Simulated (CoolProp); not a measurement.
Saturated liquid density (kg/m³) of hydrogen chloride: the reference equation beside estimates from Tc = 51.5 °C, pc = 8314 kPa, ω = 0.130.

Model: reference Helmholtz-energy equation of state, Thol 2018, in CoolProp.

| T (°C) | reference | Redlich-Kwong | Soave-Redlich-Kwong | Peng-Robinson |
|---|---|---|---|---|
| -107.55 | 1239 | 1086 | 1091 | 1228 |
| -93.05 | 1205 | 1054 | 1061 | 1197 |
| -78.55 | 1169 | 1019 | 1029 | 1162 |
| -64.05 | 1131 | 981.6 | 993.6 | 1123 |
| -49.65 | 1092 | 940.6 | 954.7 | 1081 |
| -35.15 | 1049 | 895.2 | 911.2 | 1033 |
| -20.65 | 1003 | (withheld) | 862.4 | 978.2 |
| -6.25 | 952.0 | (withheld) | 807.2 | (withheld) |

Problem. What belongs in the gaps?

Solution. 
- -20.65, Redlich-Kwong: 845.0
- -6.25, Redlich-Kwong: 789.1
- -6.25, Peng-Robinson: 915.7

Absolute difference from the reference over all 8 rows, mean and median: Redlich-Kwong 14.0 and 13.5 %, Soave-Redlich-Kwong 12.9 and 12.4 %, Peng-Robinson 1.5 and 0.9 %.
